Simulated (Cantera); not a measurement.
Cantera with NASA thermochemical tables; ideal gases at 1 bar, condensed phases pure. Values are per mole of reaction as written; species without (g) are pure solids or liquids, kept so even where they would boil at 1 bar.

Task: Between 300 and 1850 K, where is each reaction favourable under standard conditions?
- 2 CrO3(g) + 3 H2(g) → Cr2O3 + 3 H2O(g)

Result: 
- 2 CrO3(g) + 3 H2(g) → Cr2O3 + 3 H2O(g): ΔG° is -1191 kJ at 300 K and -765 kJ at 1850 K; it stays negative (K > 1). ΔH° is -1264 kJ and ΔS° -269 J/K at 1850 K.
